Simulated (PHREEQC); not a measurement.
Solution (25 °C): 0.11 mol NH4HS and 0.047 mol NaCl per kg of water. Closed to the air; pH follows from the charge balance.

Model: ion-association model, wateq4f.dat, run in PHREEQC.

```tsv
quantity	before	after
pH	8.08	7.87
ionic strength (mol/kgw)	0.152	0.150
NH4+ (mol/kgw)	0.105	0.103
NH3 (mol/kgw)	0.00539	0.00652
```

Question: Name the change that produced these shifts.
A) 0.0091 mol/kgw NH3 added
B) NH4HS replaced by NH3 at the same molality
C) NaCl replaced by LiCl at the same molality
D) temperature from 25 to 35 °C
E) NaCl from 0.047 to 0.0517 mol/kgw

Answer: D, temperature from 25 to 35 °C

This is a speciation only: nothing precipitates in the calculation.
